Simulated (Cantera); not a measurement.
Mixture: CH₄ : O₂ : N₂ : H₂O = 1 : 1.54 : 5.78 : 0.23 (molar parts), equivalence ratio 1.3, at 0.395 atm, adiabatic and at constant volume. Ignition delay is the time to a rise of 400 K.

Cantera simulation using GRI-Mech 3.0 (53 species, 325 reactions); the numbers are that mechanism's predictions, not measurements.

Q: Predict: delay at 1023 K; delay at 1123 K; delay at 1223 K; delay at 1323 K; delay at 1423 K; apparent activation energy between 1323 and 1423 K.

A: 
- delay at 1023 K = 2.11 s
- delay at 1123 K = 0.380 s
- delay at 1223 K = 81.6 ms
- delay at 1323 K = 20.5 ms
- delay at 1423 K = 5.99 ms
- apparent activation energy between 1323 and 1423 K = 190 kJ/mol
